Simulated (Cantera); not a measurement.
Charge: 1 mol SiH₂Cl₂, 17 mol O₂, 0.57 mol O₃, held at 1650 K and 1330 Pa.

Method: chemical equilibrium by Gibbs-energy minimisation in Cantera with the NASA 1993 tables (ideal gas, pure condensed phases). Candidate condensed phases: H₂O, Si, SiO₂; 30 gas species. The tables hold silica as quartz up to 1696 K and as liquid above; real silica turns to tridymite and cristobalite and melts near 1996 K. The numbers say what is thermodynamically allowed, not how fast it happens.

Base state: O₂ 0.878, HCl 0.0712, Cl 0.0326, H₂O 0.0168, Cl₂ 0.000660, OH 0.000442, O 0.000210, ClO 7.28e-5 (mole fractions); condensed: SiO₂(β-quartz).

### Question
What changes in the equilibrium state with this change: O₂ from 17 to 5.3 mol?

### Answer
```tsv
species	before	after
O₂	0.878	0.693
HCl	0.0712	0.207
Cl	0.0326	0.0630
H₂O	0.0168	0.0337
Cl₂	0.000660	0.00247
ClO	7.28e-5	0.000125
OH	0.000442	0.000591
O	0.000210	0.000187
SiO₂(β-quartz), mol	1.00	1.00
```

### Question
What changes in the equilibrium state with this change: temperature from 1650 K to 1423.15 K?

### Answer
| species | before | after |
|---|---|---|
| O₂ | 0.878 | 0.886 |
| HCl | 0.0712 | 0.0842 |
| Cl | 0.0326 | 0.0158 |
| H₂O | 0.0168 | 0.0108 |
| O | 0.000210 | 1.10e-5 |
| OH | 0.000442 | 5.35e-5 |
| Cl₂ | 0.000660 | 0.00289 |
| SiO₂(β-quartz), mol | 1.00 | 1.00 |
